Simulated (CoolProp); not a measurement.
The numbers come from the reference Helmholtz-energy equation of state, Thol 2018 in CoolProp.

Task: For hydrogen chloride, give the phase and the Z, cp (kJ/(kg K)), cv (kJ/(kg K)), Joule-Thomson coefficient (K/MPa) at -6.85 °C and 369 bar; -6.85 °C and 647 bar.

Result: 
- -6.85 °C and 369 bar: liquid; Z 0.577, cp 1.61, cv 0.915, Joule-Thomson coefficient -0.230
- -6.85 °C and 647 bar: liquid; Z 0.968, cp 1.53, cv 0.925, Joule-Thomson coefficient -0.304
